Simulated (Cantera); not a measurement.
A closed system holds: 1 mol PbO, 9.2 mol CO, 6.6 mol N2, at 898.15 K.

These are equilibrium values from Cantera (NASA tables, ideal gas, pure condensed phases), not measurements of a reactor. Candidate condensed phases: C, Pb, PbO, PbO2, Pb3O4; 27 gas species. Kinetics and transport are ignored.

### Question
At 0.00460 bar, list the 4 most abundant gas species with their mole fractions, and the condensed phases.

### Answer
CO 0.519, N2 0.418, CO2 0.0633, Pb 0.000283. Condensed: Pb(l).
